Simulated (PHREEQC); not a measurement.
Consider water at 20 °C with 0.43 mmol/kgw Na2B4O7, 170 mmol/kgw KHCO3 and 14 mmol/kgw HCl. Closed to the air; pH follows from the charge balance.

Computed with PHREEQC (ion-association model, wateq4f.dat).

This is a speciation only: nothing precipitates in the calculation.

### Question
Order these C species by the share of C that they hold, largest first: HCO3-, CO2, CO3-2.

### Answer
HCO3- (92 %), CO2 (7.9 %), CO3-2 (0.18 %)

The pH is 7.31 and the ionic strength 0.171 mol/kgw.
